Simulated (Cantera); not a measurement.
Adiabatic ignition

An adiabatic, constant-pressure homogeneous reactor starts with 4.97 % CH₄, 16.5 % O₂, 62.1 % N₂, 16.4 % CO₂, at 1798 K and 0.480 bar.

Detailed kinetics in Cantera: GRI-Mech 3.0 (53 species, 325 reactions).

```csv
t (s),T (K),x CH₄,x O₂,x CO₂,x C₂H₂,x HO₂,x H₂O,x NO
5.00e-6,1798,0.0497,0.165,0.164,<1e-12,1.48e-6,3.39e-6,<1e-12
1.26e-5,1798,0.0496,0.165,0.164,1.70e-11,3.63e-6,1.33e-5,1.69e-12
3.16e-5,1798,0.0495,0.165,0.164,1.11e-9,8.48e-6,5.28e-5,6.42e-12
7.93e-5,1797,0.0490,0.165,0.164,7.94e-8,1.91e-5,0.000299,3.33e-11
0.000199,1822,0.0403,0.159,0.163,3.02e-5,0.000163,0.00700,1.30e-9
0.000501,2264,<1e-12,0.0810,0.161,<1e-12,3.38e-6,0.0829,4.50e-5
0.00126,2370,<1e-12,0.0777,0.172,<1e-12,3.55e-6,0.0863,0.000217
0.00316,2443,<1e-12,0.0750,0.180,<1e-12,4.38e-6,0.0886,0.000739
0.00795,2452,<1e-12,0.0739,0.182,<1e-12,4.51e-6,0.0889,0.00204
0.0200,2449,<1e-12,0.0726,0.182,<1e-12,4.41e-6,0.0890,0.00474
0.0502,2444,<1e-12,0.0707,0.182,<1e-12,4.28e-6,0.0892,0.00850
0.126,2442,<1e-12,0.0698,0.182,<1e-12,4.22e-6,0.0893,0.0104
0.317,2442,<1e-12,0.0697,0.182,<1e-12,4.21e-6,0.0893,0.0105
0.796,2442,<1e-12,0.0697,0.182,<1e-12,4.21e-6,0.0893,0.0105
2.00,2442,<1e-12,0.0697,0.182,<1e-12,4.21e-6,0.0893,0.0105
```
x: mole fraction; the columns are a selection and need not sum to one.

```yaml
time_of_steepest_temperature_rise: 0.256 ms
temperature at 2.00 s: 2442 K
equilibrium_temperature: 2442 K
x(CH₄) at 2.00 s: <1e-12 (gas-phase equilibrium <1e-12)
x(O₂) at 2.00 s: 0.0697 (gas-phase equilibrium 0.0697)
x(CO₂) at 2.00 s: 0.182 (gas-phase equilibrium 0.182)
```
